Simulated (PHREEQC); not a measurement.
Consider water at 25 °C with 110 mmol/kgw CaCl2, 0.06 mmol/kgw NaF and 0.97 mmol/kgw MgSO4. Closed to the air; pH follows from the charge balance.

Model: ion-association model, phreeqc.dat, run in PHREEQC.

### Question
The ionic strength comes out as 0.332 mol/kgw. What activity coefficients do Cl-, SO4-2, Ca+2, F-, Na+ get?

### Answer
Cl- 0.68, SO4-2 0.24, Ca+2 0.28, F- 0.67, Na+ 0.73.

This is a speciation only: nothing precipitates in the calculation. The solution is supersaturated, for example in Fluorite, so a real one may precipitate; this is no full list.
